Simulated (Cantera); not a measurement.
Charge: 1 mol CS₂, 0.67 mol O₂, 0.46 mol H₂, at 3373.15 K and 1 atm.

Equilibrium computed with Cantera from the NASA thermochemical tables; the gas is ideal and each condensed phase is pure. Candidate condensed phases: C, C₆H₆, C₇H₈, C₈H₁₈, H₂O, H₂SO₄, S; 123 gas species. The numbers say what is thermodynamically allowed, not how fast it happens.

Base state: CO 0.312, S 0.242, S₂ 0.133, H 0.108, SO 0.0770, H₂ 0.0616, SH 0.0388, H₂O 0.00643 (mole fractions); condensed: gas only.

Q: What changes in the equilibrium state with this change: H₂ from 0.46 to 0.83 mol?

A: 
```
species   before    after
-------  -------  -------
CO         0.312    0.272
S          0.242    0.218
H          0.108    0.147
H₂        0.0616    0.115
H₂O      0.00643   0.0107
SO        0.0770   0.0620
S₂         0.133    0.108
SH        0.0388   0.0476
H₂S      0.00146  0.00245
SO₂      0.00462  0.00333
```
